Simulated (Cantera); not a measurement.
A closed system holds: 1 mol borazine, 5.5 mol NH3, at 13.3 mbar.

Method: chemical equilibrium by Gibbs-energy minimisation in Cantera with the NASA 1993 tables (ideal gas, pure condensed phases). Candidate condensed phases: B, BN; 15 gas species. The feed counts by its element totals alone. Equilibrium is a limit: real reactors are often held back by kinetics, nucleation or transport.

### Question
At 1575 K, list the 3 most abundant gas species with their mole fractions, and the condensed phases.

### Answer
H2 0.803, N2 0.196, H 0.000323. Condensed: BN(s).
